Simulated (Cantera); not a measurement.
## Sublimation and decomposition of ceramics: SiC + C + N2

A closed system holds: 1 mol SiC, 0.16 mol C, 4.5 mol N2, equilibrated at 2800 K and 6.60 Torr.

Method: chemical equilibrium by Gibbs-energy minimisation in Cantera with the NASA 1993 tables (ideal gas, pure condensed phases). Candidate condensed phases: C, Si, SiC, Si3N4; 20 gas species. The tables' values for SiN are old estimates; treat these amounts as uncertain. The numbers say what is thermodynamically allowed, not how fast it happens.

- x(N2): 0.807
- x(Si): 0.113
- x(SiC2): 0.0627
- x(CN): 0.00911
- x(C3): 0.00359
- x(Si2C): 0.00200
- x(C): 0.000749
- x(SiN): 0.000640
- x(C2): 0.000350
- n(C(graphite)): 0.330 mol
- gas amount: 5.538 mol
- log10 activity of Si(l) (absent): -1.55
